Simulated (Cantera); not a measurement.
A perfectly stirred reactor is fed with CH₄ : H₂O : H₂ = 1 : 0.31 : 0.11 (molar parts), at 0.390 bar; it is held at 1725 K, and followed from long to short residence time.

Detailed kinetics in Cantera: GRI-Mech 3.0 (53 species, 325 reactions). GRI-Mech 3.0 stops at C3 and has no aromatics, soot or wall deposition, so with more carbon than oxygen in the feed, carbon stays in small species such as C2H2 where larger ones or solid carbon would form.

### Question
Predict: x(CH₄) at τ = 3.60 s; x(H₂O) at τ = 3.60 s; x(H₂) at τ = 3.60 s; x(C₂H) at τ = 3.60 s; x(C₂H₂) at τ = 3.60 s; x(CH₄) at τ = 87.0 ms; x(H₂O) at τ = 87.0 ms; x(H₂) at τ = 87.0 ms; x(C₂H) at τ = 87.0 ms; x(C₂H₂) at τ = 87.0 ms.

### Answer
| Item | Value |
|---|---|
| x(CH₄) at τ = 3.60 s | 0.0249 |
| x(H₂O) at τ = 3.60 s | 0.0236 |
| x(H₂) at τ = 3.60 s | 0.724 |
| x(C₂H) at τ = 3.60 s | 2.80e-7 |
| x(C₂H₂) at τ = 3.60 s | 0.131 |
| x(CH₄) at τ = 87.0 ms | 0.139 |
| x(H₂O) at τ = 87.0 ms | 0.129 |
| x(H₂) at τ = 87.0 ms | 0.561 |
| x(C₂H) at τ = 87.0 ms | 3.04e-7 |
| x(C₂H₂) at τ = 87.0 ms | 0.153 |
